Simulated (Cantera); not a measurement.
Mixture: CH₄ : H₂ : O₂ : N₂ = 1 : 0.096 : 2.28 : 7.28 (molar parts), equivalence ratio 0.90, at 398 Torr, adiabatic and at constant pressure. Ignition delay is the time to a rise of 400 K.

Detailed kinetics in Cantera: GRI-Mech 3.0 (53 species, 325 reactions). Below about 1000 K GRI-Mech 3.0 lacks low-temperature oxidation paths. Below about 950 K walls govern HO2 and H2O2 in real vessels.

### Question
Predict: delay at 900 K; delay at 1050 K; delay at 1200 K; delay at 1350 K; delay at 1500 K; apparent activation energy between 1425 and 1575 K.

### Answer
| Item | Result |
|---|---|
| delay at 900 K | 1.01 s |
| delay at 1050 K | 0.153 s |
| delay at 1200 K | 23.4 ms |
| delay at 1350 K | 4.19 ms |
| delay at 1500 K | 1.04 ms |
| apparent activation energy between 1425 and 1575 K | 150 kJ/mol |
